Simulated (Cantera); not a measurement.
Input: 1 mol CaO, 3.8 mol Cl2, a varied amount of H2, held at 1325 K and 1.00 bar.

These are equilibrium values from Cantera (NASA tables, ideal gas, pure condensed phases), not measurements of a reactor. Candidate condensed phases: Ca, CaCl2, CaO, Ca(OH)2, H2O; 21 gas species. Condensed phases not in the tables: oxide chlorides. Kinetics and transport are ignored.

x: gas mole fraction; n: condensed amount in mol.

```tsv
n(H2) (mol)	x HCl	x H2	x Cl2	x H2O	x O2	n CaCl2(l)
1.2	0.508	5.56e-9	0.365	0.0134	0.105	1.000
1.5	0.586	(withheld)	(withheld)	(withheld)	0.0941	1.000
1.7	0.631	1.27e-8	0.246	0.0280	0.0870	1.000
2.1	0.703	(withheld)	(withheld)	(withheld)	(withheld)	1.000
2.5	0.755	3.82e-8	0.118	0.0669	0.0553	0.999
2.9	0.789	6.54e-8	0.0751	0.0940	0.0372	0.999
3.5	0.822	1.94e-7	0.0274	0.139	0.00918	0.999
4.1	0.812	0.0435	1.19e-7	0.145	<1e-12	0.999
4.9	0.727	0.143	2.92e-8	0.130	<1e-12	0.999
5.8	0.651	0.233	1.44e-8	0.116	<1e-12	0.999
6.9	0.577	0.320	8.22e-9	0.103	<1e-12	0.999
8.2	0.509	0.400	5.11e-9	0.0909	<1e-12	0.999
9.7	0.448	0.472	3.35e-9	0.0800	<1e-12	0.999
```

### Question
Fill in the missing entries.

### Answer

- 2.1, x H2: 2.24e-8
- 2.1, x Cl2: 0.174
- 2.1, x H2O: 0.0448
- 2.1, x O2: 0.0719
- 1.5, x H2: 9.35e-9
- 1.5, x Cl2: 0.290
- 1.5, x H2O: 0.0214
